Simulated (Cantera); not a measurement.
Input (Python, Cantera) and output of one run.

```python
import numpy as np
import cantera as ct

gas_names = [...]  # 87 gases of nasa_gas.yaml made of C, H, Si
cond_names = """
    C(gr) C6H6(L) C7H8(L) C8H18(L),n-octa Si(cr) Si(L) SiC(b)
""".split()


# ... load() reads the species with a 1 bar reference pressure and builds the phases ...
atoms = {
    'SiH4': {'Si': 1, 'H': 4},
    'C3H8': {'C': 3, 'H': 8},
    'H2': {'H': 2},
}
top_T = {'C(gr)': 4500, 'SiC(b)': 3050}  # K; cautious upper limits of use, not melting points


# ... equilibrate(T, P, feed) seeds the gas with the atoms and calls Mixture.equilibrate('TP', solver="vcs", rtol=1e-11, max_steps=5000) ...
results = []
T = 2600  # K
P = 56000  # Pa
for m in [2.4, 4.9, 10, 21, 44, 91, 190, 390, 820, 1700]:
    feed = {'SiH4': 1, 'C3H8': 0.22, 'H2': m}  # mol
    mix = equilibrate(T, P, feed)
    results.append((T, P, feed, dict(zip(mix.species_names, mix.species_moles))))

top = {s: max(r[3][s] / sum(r[3][g] for g in gas_names) for r in results) for s in gas_names}
cols = sorted((s for s in top if top[s] > 0.0001), key=lambda s: -top[s])[:7]
seen = [c for c in cond_names if any(r[3].get(c, 0) > 1e-12 for r in results)]
print("log10 of partial pressures in bar; condensed amounts in mol")
print(f"{'n(H2)':>10s}" + "".join(f"{s[:9]:>10s}" for s in cols + seen))
for T, P, feed, n in results:
    ng = sum(n[g] for g in gas_names)
    print(f"{feed['H2']:10.4g}" + "".join(f"{np.log10(max(n[s] / ng * P / 1e5, 1e-99)):10.3f}" for s in cols)
          + "".join(f"{n.get(c, 0):10.4g}" for c in seen))
```

Result:

```
log10 of partial pressures in bar; condensed amounts in mol
     n(H2)        H2         H        Si C2H2,acet      Si2C       SiH      SiH2     Si(L)    SiC(b)
       2.4    -0.286    -1.559    -2.011    -3.121    -2.749    -2.796    -3.126    0.2135    0.6211
       4.9    -0.286    -1.559    -2.011    -3.121    -2.749    -2.796    -3.126    0.1536    0.6026
        10    -0.286    -1.559    -2.011    -3.121    -2.749    -2.796    -3.126   0.03139    0.5651
        21    -0.284    -1.558    -2.137    -2.868    -2.874    -2.920    -3.249         0    0.4418
        44    -0.283    -1.557    -2.230    -2.681    -2.967    -3.013    -3.342         0    0.1093
        91    -0.280    -1.556    -2.422    -2.834    -3.431    -3.204    -3.531         0         0
       190    -0.277    -1.554    -2.687    -3.094    -4.090    -3.467    -3.792         0         0
       390    -0.276    -1.554    -2.971    -3.376    -4.802    -3.751    -4.076         0         0
       820    -0.275    -1.553    -3.281    -3.686    -5.577    -4.060    -4.385         0         0
      1700    -0.274    -1.553    -3.593    -4.001    -6.357    -4.371    -4.696         0         0
```

Equilibrium computed with Cantera from the NASA thermochemical tables; the gas is ideal and each condensed phase is pure. Mutual solubility and eutectic melting of coexisting phases are not modelled. Gases not in the tables: Si2H6 and higher silanes.
